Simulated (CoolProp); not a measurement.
The fluid at 409.01 K and 0.0685 MPa flows at 0.42 m/s in a round tube of 20 mm bore and 15 µm roughness, fully developed (64/Re and Nu = 3.66 if laminar; Colebrook and Gnielinski if turbulent). The same conditions are run with several fluids, on thermodynamics alone (safety and materials aside).

Values from CoolProp's reference Helmholtz-energy equation of state of each fluid (ethylbenzene: Zhou 2012; n-pentane: Thol 2019; R407C: Lemmon 2003; methanol: de Reuck 1993; C2F6 (R116): Lemmon 2006). Blends and air are pseudo-pure fits.

**Question.** Rank ethylbenzene, n-pentane, R407C, methanol, C2F6 (R116) by Reynolds number, highest first.

**Answer.** ethylbenzene (1960), n-pentane (1330), C2F6 (R116) (1240), R407C (863), methanol (411)

```csv
fluid,Darcy friction factor,pressure drop (Pa/m),heat-transfer coefficient (W/(m² K)),mass flow (kg/h)
ethylbenzene,0.0327,0.318,3.52,1.05
n-pentane,0.0481,0.312,4.97,0.698
R407C,0.0741,0.569,3.96,0.828
methanol,0.156,0.447,4.86,0.309
C2F6 (R116),0.0517,0.636,4.29,1.32
```

Transport values come from each fluid's own correlations; those of ethylbenzene, n-pentane, C2F6 (R116) are estimates that may be off by 10 % or more.
